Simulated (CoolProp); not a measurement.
Vapour-liquid equilibrium of R22 (1) + n-pentane (2) at 260.9 K; x and y are mole fractions of (1).

Values from CoolProp's multi-fluid Helmholtz-energy mixture model, Kamei 1995 and Thol 2019; pair parameters Bell 2016.

| x | bubble pressure, mixture model (MPa) | bubble pressure, Raoult's law (MPa) | y, mixture model | y, Raoult's law |
|---|---|---|---|---|
| 0.05 | 0.04760 | 0.02927 | 0.723 | 0.559 |
| 0.2 | 0.1319 | 0.07634 | 0.910 | 0.858 |
| 0.35 | 0.1888 | 0.1234 | 0.943 | 0.929 |
| 0.5 | 0.2254 | 0.1705 | 0.958 | 0.960 |
| 0.65 | 0.2523 | 0.2176 | 0.967 | 0.978 |
| 0.8 | 0.2790 | 0.2647 | 0.977 | 0.990 |
| 0.95 | 0.3132 | 0.3117 | 0.993 | 0.998 |

The largest gap from Raoult's law is +72.8 % in bubble pressure, at x = 0.2. No azeotrope shows between x = 0.05 and 0.95.

Pair parameters are fitted to limited data, so mixtures are less certain than the pure fluids. With so large a gap from Raoult's law the liquid may split in two, which this calculation doesn't test in full.
